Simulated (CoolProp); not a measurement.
2000 sccm (0 °C, 1 atm) of nitrogen bubbles through liquid n-decane at 347.3 K and leaves saturated at a total pressure of 0.0226 MPa (ideal gas phase). Each further row changes one setting.

Computed with CoolProp (reference Helmholtz-energy equation of state, Lemmon 2006). It is a short technical equation, of lower accuracy than the large ones.

```csv
case,vapour pressure (kPa),mole fraction of vapour,delivery (mg/min),delivery (sccm),change of delivery for a bath 1 K warmer (%)
as stated,3.10,0.137,?,?,5.7
bath temperature 352.3 K,3.92,?,2660,?,5.7
total pressure 0.0452 MPa,3.10,?,?,147,?
```

Task: Fill in the missing entries.

Result: 
- as stated, delivery (mg/min): 2020
- as stated, delivery (sccm): 318
- bath temperature 352.3 K, mole fraction of vapour: 0.173
- bath temperature 352.3 K, delivery (sccm): 420
- total pressure 0.0452 MPa, mole fraction of vapour: 0.0686
- total pressure 0.0452 MPa, delivery (mg/min): 936
- total pressure 0.0452 MPa, change of delivery for a bath 1 K warmer (%): 5.2
